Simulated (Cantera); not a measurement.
Feed: 1 mol B₂O₃, 3.3 mol HF, 5.2 mol N₂, 37 mol Cl₂, at 1125 °C and 0.100 bar.

Method: chemical equilibrium by Gibbs-energy minimisation in Cantera with the NASA 1993 tables (ideal gas, pure condensed phases). Candidate condensed phases: B, BN, B₂O₃, B₃O₃H₃, H₂O, NH₄Cl; 75 gas species. The tables' values for BOCl are old estimates; treat these amounts as uncertain. The numbers say what is thermodynamically allowed, not how fast it happens.

Base state: Cl₂ 0.694, N₂ 0.107, Cl 0.0738, HCl 0.0668, BOF 0.0249, O₂ 0.0168, BF₃ 0.0130, HF 0.00131 (mole fractions); condensed: gas only.

Question: What changes in the equilibrium state with this change: temperature from 1125 °C to 900 °C?

Answer: 
```json
[
 {"species": "Cl₂", "before": "0.694", "after": "0.764"},
 {"species": "N₂", "before": "0.107", "after": "0.113"},
 {"species": "HCl", "before": "0.0668", "after": "0.0701"},
 {"species": "Cl", "before": "0.0738", "after": "0.00980"},
 {"species": "BOF", "before": "0.0249", "after": "0.00169"},
 {"species": "BF₃", "before": "0.0130", "after": "0.0202"},
 {"species": "O₂", "before": "0.0168", "after": "0.0175"},
 {"species": "B₂O₃", "before": "1.20e-5", "after": "3.74e-8"},
 {"species": "BOCl", "before": "0.000170", "after": "1.83e-6"},
 {"species": "BCl₃", "before": "0.000150", "after": "7.10e-6"},
 {"species": "B₂O₃(l), mol", "before": "0", "after": "0.316"}
]
```

Question: What changes in the equilibrium state with this change: pressure from 0.100 bar to 39.0 mbar?

Answer: 
```tsv
species	before	after
Cl₂	0.694	0.657
Cl	0.0738	0.115
N₂	0.107	0.105
BOF	0.0249	0.0270
BF₃	0.0130	0.0125
O₂	0.0168	0.0163
HCl	0.0668	0.0650
B₃O₃Cl₃	2.56e-5	2.81e-6
B₃O₃F₃	0.000990	0.000193
B₂O₃	1.20e-5	6.27e-6
BCl₃	0.000150	8.06e-5
```
